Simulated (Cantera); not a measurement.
An isothermal, constant-pressure homogeneous reactor starts with 4.76 % CH4, 95.2 % H2, at 1873 K and 20.0 Torr.

Computed with Cantera and GRI-Mech 3.0 (53 species, 325 reactions). GRI-Mech 3.0 stops at C3 and has no aromatics, soot or wall deposition, so with more carbon than oxygen in the feed, carbon stays in small species such as C2H2 where larger ones or solid carbon would form. Radical loss at walls, strong at low pressure, is not modelled.

x: mole fraction; the columns are a selection and need not sum to one.

```
t (s)       x CH4   x H2     x CH3    x C2H2     x C2H
--------  -------  -----  --------  --------  --------
1.00e-5    0.0476  0.952   2.77e-6    <1e-12    <1e-12
4.22e-5    0.0476  0.952   1.17e-5    <1e-12    <1e-12
0.000178   0.0476  0.952   4.93e-5  1.54e-10    <1e-12
0.000750   0.0474  0.952       [?]       [?]    <1e-12
0.00316    0.0465  0.952  0.000846   3.27e-5  3.51e-10
0.0133     0.0390  0.953   0.00198   0.00289   8.67e-8
0.0562     0.0181  0.964   0.00111    0.0134   4.85e-7
0.237     0.00438  0.971  0.000318    0.0204   8.74e-7
1.00          [?]  0.973       [?]       [?]       [?]
```

Complete the blanks.


- 0.000750, x CH3: 0.000207
- 0.000750, x C2H2: 6.94e-8
- 1.00, x CH4: 0.000853
- 1.00, x CH3: 6.78e-5
- 1.00, x C2H2: 0.0222
- 1.00, x C2H: 1.04e-6
